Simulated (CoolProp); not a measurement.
A closed Brayton cycle with carbon dioxide: compressor inlet 328.15 K and 9.6 MPa, high pressure 23.5 MPa, turbine inlet 930 K, compressor efficiency 0.85, turbine efficiency 0.85, recuperator effectiveness 0.95 (on enthalpy, no pinch check). Each further row changes one setting.

Model: reference Helmholtz-energy equation of state, Span 1996, in CoolProp.

```
case                           thermal efficiency (%)  net work (kJ/kg)  compressor to turbine work  compressor exit (K)  turbine exit (K)
-----------------------------  ----------------------  ----------------  --------------------------  -------------------  ----------------
as stated                                        36.8              86.0                        0.33                396.3             820.0
turbine inlet 880 K                              35.2              78.5                        0.35                396.3             773.7
compressor inlet 338.15 K                        35.8              79.2                        0.38                414.6             820.0
high pressure 20 MPa                             35.6              73.1                        0.31                383.8             839.2
recuperator effectiveness 0.5                    18.8              86.0                        0.33                396.3             820.0
```
